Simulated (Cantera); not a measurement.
What does this Cantera script print?

```python
import numpy as np
import cantera as ct

gas_names = """
    O2 Ca SO3 S2
""".split()
cond_names = """
    CaO(s) CaO(L) S(cr1) S(cr2) S(L) CaS(s)
""".split()


def load(file, names, dense=False):
    # The tables refer to 1 bar. Condensed volumes are neglected.
    table = {s.name: s for s in ct.Species.list_from_file(file)}
    out = []
    for n in names:
        d = dict(table[n].input_data)
        d["thermo"] = dict(d["thermo"], **{"reference-pressure": 1e5})
        if dense:
            d["equation-of-state"] = {"model": "constant-volume", "density": "1e6 g/cm^3"}
        out.append(ct.Species.from_dict(d))
    return out


species = {s.name: s for s in load("nasa_gas.yaml", gas_names) + load("nasa_condensed.yaml", cond_names)}
# Each term lists the table entries of one substance; the one whose range holds T is used.
reactions = {
    '2 CaO + 2 S = O2(g) + 2 CaS':
        [(-2, ['CaO(s)', 'CaO(L)']), (-2, ['S(cr1)', 'S(cr2)', 'S(L)']), (1, ['O2']), (2, ['CaS(s)'])],
    '6 Ca(g) + 2 SO3(g) = 6 CaO + S2(g)':
        [(-6, ['Ca']), (-2, ['SO3']), (6, ['CaO(s)', 'CaO(L)']), (1, ['S2'])],
}


def pick(names, T):
    return next(species[n] for n in names if species[n].thermo.min_temp <= T <= species[n].thermo.max_temp)


results = []
for label, terms in reactions.items():
    print(label)
    print("     T/K   dH/kJ  dS/(J/K)   dG/kJ   log10 K")
    for T in [300, 700, 750, 800, 850, 900]:
        used = [(nu, pick(names, T)) for nu, names in terms]
        dH = sum(nu * s.thermo.h(T) for nu, s in used) / 1e6
        dS = sum(nu * s.thermo.s(T) for nu, s in used) / 1e3
        dG = dH - T * dS / 1e3
        logK = -dG * 1e6 / (ct.gas_constant * T * np.log(10))
        results.append((label, T, dH, dS, dG, logK, [s.name for _, s in used]))
        print(f"{T:8g} {dH:8.1f} {dS:8.1f} {dG:8.1f} {logK:8.2f}")
```

It prints:

```
2 CaO + 2 S = O2(g) + 2 CaS
     T/K   dH/kJ  dS/(J/K)   dG/kJ   log10 K
     300    323.7    177.7    270.4   -47.08
     700    306.4    140.7    207.9   -15.51
     750    305.1    138.9    200.9   -13.99
     800    303.8    137.3    194.0   -12.67
     850    302.4    135.5    187.2   -11.50
     900    300.8    133.7    180.4   -10.47
6 Ca(g) + 2 SO3(g) = 6 CaO + S2(g)
     T/K   dH/kJ  dS/(J/K)   dG/kJ   log10 K
     300  -3957.3   -984.7  -3661.9   637.58
     700  -3927.1   -921.8  -3281.8   244.89
     750  -3923.1   -916.2  -3235.9   225.36
     800  -3919.1   -911.0  -3190.2   208.30
     850  -3915.0   -906.2  -3144.8   193.25
     900  -3911.0   -901.5  -3099.6   179.89
```

Source: NASA polynomial tables (part measured, part estimated), evaluated in Cantera. Condensed species are held in their standard states even where they would react or evaporate.
